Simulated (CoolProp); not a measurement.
The fluid at 298.15 K and 12.8 MPa is throttled through a valve to 2.06 MPa with no heat exchange. The same conditions are run with several fluids, on thermodynamics alone (safety and materials aside).

Computed with CoolProp (reference Helmholtz-energy equation of state of each fluid (octamethyltrisiloxane (MDM): Thol 2017; m-xylene: Zhou 2012; R134a: Tillner-Roth 1994; CH3F (R41): Lemmon 2006; R1336mzz(Z): McLinden 2020)).

Question: Rank octamethyltrisiloxane (MDM), m-xylene, R134a, CH3F (R41), R1336mzz(Z) by temperature change (K), highest first.

Answer: m-xylene (+5.2), octamethyltrisiloxane (MDM) (+4.8), R1336mzz(Z) (+3.1), R134a (+1.2), CH3F (R41) (-24.6)

```json
[
 {"fluid": "octamethyltrisiloxane (MDM)", "final phase": "liquid", "final density (kg/m³)": "813"},
 {"fluid": "m-xylene", "final phase": "liquid", "final density (kg/m³)": "857"},
 {"fluid": "R134a", "final phase": "liquid", "final density (kg/m³)": "1210"},
 {"fluid": "CH3F (R41)", "final phase": "two-phase, vapour fraction 0.166", "final density (kg/m³)": "196"},
 {"fluid": "R1336mzz(Z)", "final phase": "liquid", "final density (kg/m³)": "1360"}
]
```
